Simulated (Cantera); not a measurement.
**Pyrogenic steam for wet oxidation**

An isothermal, constant-pressure homogeneous reactor starts with H₂ : O₂ : N₂ = 1.2 : 1 : 4.6 (molar parts), at 850 K and 323 Torr.

Cantera simulation using the H2/O2 subset of GRI-Mech 3.0, which has no nitrogen chemistry; the numbers are that mechanism's predictions, not measurements. Below about 950 K walls govern HO2 and H2O2 in real vessels. The temperature is held fixed by assumption; the heat of reaction is taken as removed at once.

| t (s) | x H₂ | x O₂ | x O | x H₂O | x H₂O₂ |
|---|---|---|---|---|---|
| 3.00e-6 | 0.176 | 0.147 | <1e-12 | <1e-12 | <1e-12 |
| 1.88e-5 | 0.176 | 0.147 | <1e-12 | <1e-12 | <1e-12 |
| 0.000117 | 0.176 | 0.147 | <1e-12 | 4.75e-12 | <1e-12 |
| 0.000733 | 0.176 | 0.147 | <1e-12 | 6.70e-11 | <1e-12 |
| 0.00458 | 0.176 | 0.147 | <1e-12 | 5.02e-10 | 1.67e-11 |
| 0.0286 | 0.176 | 0.147 | 1.20e-12 | 4.28e-9 | 7.34e-10 |
| 0.179 | 0.176 | 0.147 | 1.26e-11 | 1.39e-7 | 6.23e-8 |
| 1.12 | 0.176 | 0.147 | 2.01e-9 | 0.000155 | 6.24e-5 |
| 7.00 | 0.146 | 0.133 | 1.20e-8 | 0.0327 | 0.000708 |
x: mole fraction; the columns are a selection and need not sum to one.

Equilibrium at this temperature and pressure: H₂ <1e-12, O₂ 0.0645, O <1e-12, H₂O 0.194, H₂O₂ 9.54e-12 (gas phase only).
